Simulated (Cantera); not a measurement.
## Silicon carbide growth: Si(CH3)4 + C3H8 + H2

Feed: 1 mol Si(CH3)4, 0.21 mol C3H8, 38 mol H2, equilibrated at 0.880 bar.

These are equilibrium values from Cantera (NASA tables, ideal gas, pure condensed phases), not measurements of a reactor. Candidate condensed phases: C, C6H6, C7H8, C8H18, Si, SiC; 87 gas species. Gases not in the tables: Si2H6 and higher silanes. Kinetics and transport are ignored.

| T (K) | x H2 | x H | x C2H2 (acetylene) | x Si | x SiC2 | x CH4 | x SiH | n C(graphite) | n SiC(s) |
|---|---|---|---|---|---|---|---|---|---|
| 1773 | 0.999 | 0.000303 | 0.000140 | 5.14e-8 | 6.39e-10 | 0.000740 | 5.95e-8 | 3.58 | 1.000 |
| 1848 | 0.999 | 0.000565 | 0.000257 | 2.13e-7 | 4.07e-9 | 0.000578 | 1.99e-7 | 3.58 | 1.000 |
| 1923 | 0.998 | 0.00100 | 0.000450 | 7.86e-7 | 2.24e-8 | 0.000461 | 6.03e-7 | 3.57 | 1.000 |
| 1998 | 0.997 | 0.00171 | 0.000756 | 2.63e-6 | 1.08e-7 | 0.000373 | 1.68e-6 | 3.54 | 1.000 |
| 2073 | 0.996 | 0.00280 | 0.00122 | 8.06e-6 | 4.63e-7 | 0.000307 | 4.34e-6 | 3.51 | 0.999 |
| 2148 | 0.993 | 0.00443 | 0.00190 | 2.28e-5 | 1.79e-6 | 0.000256 | 1.05e-5 | 3.45 | 0.997 |
| 2223 | 0.990 | 0.00679 | 0.00287 | 6.01e-5 | 6.30e-6 | 0.000216 | 2.37e-5 | 3.36 | 0.994 |
| 2298 | 0.985 | 0.0101 | 0.00421 | 0.000149 | 2.04e-5 | 0.000184 | 5.10e-5 | 3.25 | 0.986 |
| 2373 | 0.978 | 0.0147 | 0.00602 | 0.000346 | 6.10e-5 | 0.000157 | 0.000104 | 3.10 | 0.969 |
| 2448 | 0.969 | 0.0209 | 0.00838 | 0.000767 | 0.000171 | 0.000135 | 0.000203 | 2.90 | 0.931 |
| 2523 | 0.956 | 0.0290 | 0.0114 | 0.00162 | 0.000448 | 0.000116 | 0.000379 | 2.66 | 0.853 |
| 2598 | 0.939 | 0.0393 | 0.0151 | 0.00326 | 0.00111 | 0.000100 | 0.000679 | 2.38 | 0.691 |
x: gas mole fraction; n: condensed amount in mol.

From 1773 K to 2598 K the condensed part is C(graphite) + SiC(s). The main Si-bearing gas is SiH2 at 1773 K and Si at 2598 K.
